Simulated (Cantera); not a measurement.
Predominance diagram of Ca at 1102 °C against the partial pressures of O₂ and Cl₂ (log10, bar). Cantera with NASA thermochemical tables; ideal gases at 1 bar, condensed phases pure. Candidates: Ca(l), CaCl₂(l), CaO(s). Only these pure phases compete in this equilibrium. Not in the tables: oxide halides.

```
log p(Cl₂) \ log p(O₂)
        columns: -23, -22, -21, -20, -19, -18, -17, -16, -15, -14, -13, -12, -11, -10, -9, -8, -7, -6, -5, -4, -3, -2, -1, 0
      0  A A A A A A A A A A A A A A A A A A A A A A A A
   -2.2  A A A A A A A A A A A A A A A A A A A A A A A A
   -4.5  A A A A A A A A A A A A A A A A A A A A A A B B
   -6.8  A A A A A A A A A A A A A A A A A A B B B B B B
     -9  A A A A A A A A A A A A A B B B B B B B B B B B
  -11.2  A A A A A A A A A B B B B B B B B B B B B B B B
  -13.5  A A A A B B B B B B B B B B B B B B B B B B B B
  -15.8  B B B B B B B B B B B B B B B B B B B B B B B B
    -18  B B B B B B B B B B B B B B B B B B B B B B B B
```

A: CaCl₂(l); B: CaO(s).
